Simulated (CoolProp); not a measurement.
A single-stage vapour-compression cycle with chlorine: evaporating at 235.15 K (dew point), condensing at 263.15 K (bubble point), superheat 0 K, subcooling 5 K, compressor efficiency 0.9, no pressure losses. Each further row changes one setting.

Values from CoolProp's reference Helmholtz-energy equation of state, Thol 2021.

| case | cooling COP | pressure ratio | discharge temperature (K) | refrigerating effect (kJ/kg) | volumetric capacity (kJ/m³) |
|---|---|---|---|---|---|
| as stated | 6.85 | 3.10 | 320.2 | 267 | 839 |
| evaporating temperature 240.15 K | 8.70 | 2.48 | 307.9 | 269 | 1040 |
| condensing temperature 258.15 K | 8.50 | 2.58 | 305.1 | 272 | 854 |
| subcooling 10 K | 6.97 | 3.10 | 320.2 | 272 | 854 |
| superheat 10 K | 6.67 | 3.10 | 333.0 | 272 | 817 |
| compressor efficiency 0.8 | 6.09 | 3.10 | 329.8 | 267 | 839 |
